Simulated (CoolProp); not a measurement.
Vapour-liquid equilibrium of C3F8 (R218) (1) + c-C4F8 (RC318) (2) at 240.6 K; x and y are mole fractions of (1).

Computed with CoolProp (multi-fluid Helmholtz-energy mixture model, Lemmon 2006 and Platzer 1990; pair parameters Bell 2016). This equation is an older, rougher fit; its heat capacities, sound speeds and derivatives of the liquid may be far off and weren't checked against measurements.

Q: Give the bubble pressure and the first vapour's composition at x = 0.05, 0.2, 0.35. Is there an azeotrope?

A: x = 0.05: 30.31 kPa, y = 0.091; x = 0.2: 36.92 kPa, y = 0.392; x = 0.35: 48.13 kPa, y = 0.645. No azeotrope shows between x = 0.05 and 0.95.

Pair parameters are fitted to limited data, so mixtures are less certain than the pure fluids.
